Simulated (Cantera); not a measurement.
What does this Cantera script print?

```python
import numpy as np
import cantera as ct

gas = ct.Solution("gri30.yaml")
gas.TPX = 1875, 100000, {'CH4': 1, 'N2': 1.8}
reactor = ct.IdealGasConstPressureReactor(gas, energy="off", clone=False)
net = ct.ReactorNet([reactor])
net.rtol, net.atol = 1e-08, 1e-18
show = ['CH4', 'CH2', 'HCN', 'C2H4', 'H2', 'C2H2', 'CH3']
times = np.geomspace(2e-05, 4, 15)

steps = ct.SolutionArray(gas, extra=["t"])
rows = []
print(f"{'t/s':>10s}{'T/K':>9s}{'P/Pa':>11s}" + "".join(f"{s:>11s}" for s in show))
for t in times:
    while net.time < t:
        t_next = net.step()
        steps.append(gas.state, t=t_next)
    rows.append([np.interp(t, steps.t, y) for y in (steps.T, steps.P, *steps(*show).X.T)])
    print(f"{t:10.3e}{rows[-1][0]:9.1f}{rows[-1][1]:11.4g}" + "".join(f"{x:11.3e}" for x in rows[-1][2:]))
rate = np.gradient(steps.T, steps.t)
print("integrator steps:", len(steps.t))
if steps.T.max() > steps.T[0] + 200:
    print(f"time of steepest temperature rise: {steps.t[rate.argmax()]:.4e} s")
gas.TPX = 1875, 100000, {'CH4': 1, 'N2': 1.8}
gas.equilibrate("TP")
print(f"equilibrium (TP): T = {gas.T:.1f} K  " + "  ".join(f"{s} {gas[s].X[0]:.3e}" for s in show))
```

It prints:

```
       t/s      T/K       P/Pa        CH4        CH2        HCN       C2H4         H2       C2H2        CH3
 2.000e-05   1875.0      1e+05  3.542e-01  6.304e-07  4.176e-11  1.490e-04  1.434e-03  1.882e-06  2.036e-03
 4.783e-05   1875.0      1e+05  3.474e-01  2.119e-06  4.857e-10  1.534e-03  5.902e-03  7.037e-05  3.892e-03
 1.144e-04   1875.0      1e+05  3.181e-01  4.648e-06  7.443e-09  9.763e-03  3.033e-02  2.001e-03  5.818e-03
 2.735e-04   1875.0      1e+05  2.425e-01  4.371e-06  6.396e-08  1.892e-02  1.096e-01  2.263e-02  4.941e-03
 6.540e-04   1875.0      1e+05  1.606e-01  2.662e-06  2.048e-07  7.798e-03  2.093e-01  6.392e-02  3.040e-03
 1.564e-03   1875.0      1e+05  9.401e-02  1.675e-06  4.623e-07  2.398e-03  2.876e-01  9.394e-02  1.784e-03
 3.740e-03   1875.0      1e+05  4.741e-02  9.704e-07  8.733e-07  1.025e-03  3.407e-01  1.128e-01  9.312e-04
 8.944e-03   1875.0      1e+05  2.127e-02  4.952e-07  1.413e-06  7.387e-04  3.702e-01  1.229e-01  4.332e-04
 2.139e-02   1875.0      1e+05  9.188e-03  2.318e-07  2.017e-06  7.075e-04  3.837e-01  1.275e-01  1.915e-04
 5.115e-02   1875.0      1e+05  4.422e-03  1.159e-07  2.690e-06  7.124e-04  3.891e-01  1.293e-01  9.313e-05
 1.223e-01   1875.0      1e+05  3.092e-03  8.214e-08  3.651e-06  7.155e-04  3.905e-01  1.298e-01  6.532e-05
 2.925e-01   1875.0      1e+05  2.976e-03  7.917e-08  5.735e-06  7.158e-04  3.907e-01  1.298e-01  6.289e-05
 6.995e-01   1875.0      1e+05  2.976e-03  7.915e-08  1.116e-05  7.158e-04  3.907e-01  1.298e-01  6.288e-05
 1.673e+00   1875.0      1e+05  2.975e-03  7.915e-08  2.619e-05  7.158e-04  3.907e-01  1.298e-01  6.287e-05
 4.000e+00   1875.0      1e+05  2.975e-03  7.914e-08  6.848e-05  7.156e-04  3.907e-01  1.298e-01  6.287e-05
integrator steps: 1495
equilibrium (TP): T = 1875.0 K  CH4 2.253e-03  CH2 5.979e-08  HCN 1.130e-01  C2H4 4.082e-04  H2 3.917e-01  C2H2 7.383e-02  CH3 4.755e-05
```

Detailed kinetics in Cantera: GRI-Mech 3.0 (53 species, 325 reactions). GRI-Mech 3.0 stops at C3 and has no aromatics, soot or wall deposition, so with more carbon than oxygen in the feed, carbon stays in small species such as C2H2 where larger ones or solid carbon would form.
